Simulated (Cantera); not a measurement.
An isothermal, constant-pressure homogeneous reactor starts with NO : N2 = 1.7 : 5.6 (molar parts), at 1923 K and 0.0263 atm.

Cantera simulation using GRI-Mech 3.0 (53 species, 325 reactions); the numbers are that mechanism's predictions, not measurements. Radical loss at walls, strong at low pressure, is not modelled.

x: mole fraction; the columns are a selection and need not sum to one.

| t (s) | x NO | x NO2 | x O2 | x O | x N2 |
|---|---|---|---|---|---|
| 0.000100 | 0.233 | 7.57e-11 | 3.03e-11 | 9.40e-8 | 0.767 |
| 0.000251 | 0.233 | 4.69e-10 | 1.90e-10 | 2.37e-7 | 0.767 |
| 0.000631 | 0.233 | 2.89e-9 | 1.20e-9 | 5.97e-7 | 0.767 |
| 0.00159 | 0.233 | 1.72e-8 | 7.67e-9 | 1.52e-6 | 0.767 |
| 0.00399 | 0.233 | 9.44e-8 | 4.96e-8 | 3.92e-6 | 0.767 |
| 0.0100 | 0.233 | 4.43e-7 | 3.37e-7 | 1.05e-5 | 0.767 |
| 0.0252 | 0.233 | 1.65e-6 | 2.55e-6 | 2.99e-5 | 0.767 |
| 0.0632 | 0.233 | 4.49e-6 | 2.15e-5 | 8.02e-5 | 0.767 |
| 0.159 | 0.232 | 7.35e-6 | 0.000147 | 0.000145 | 0.767 |
| 0.399 | 0.231 | ? | ? | ? | 0.768 |
| 1.00 | 0.229 | 9.68e-6 | 0.00178 | 0.000185 | 0.769 |
| 2.52 | 0.223 | 1.24e-5 | 0.00496 | 0.000225 | 0.772 |
| 6.34 | ? | ? | ? | ? | 0.781 |
| 15.9 | 0.159 | 2.12e-5 | 0.0366 | 0.000453 | 0.804 |
| 40.0 | 0.0739 | 1.45e-5 | 0.0791 | 0.000637 | 0.846 |

Question: Some entries are withheld; supply them.

Answer: 
- 0.399, x NO2: 8.40e-6
- 0.399, x O2: 0.000595
- 0.399, x O: 0.000167
- 6.34, x NO: 0.205
- 6.34, x NO2: 1.71e-5
- 6.34, x O2: 0.0137
- 6.34, x O: 0.000307
